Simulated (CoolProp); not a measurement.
Model: reference Helmholtz-energy equation of state, Lemmon 2005, in CoolProp. It is a short technical equation, of lower accuracy than the large ones.

For trans-2-butene, give the phase and the Joule-Thomson coefficient (K/MPa) at 79.75 °C and 1.2 bar.


- 79.75 °C and 1.2 bar: gas; Joule-Thomson coefficient 16.8
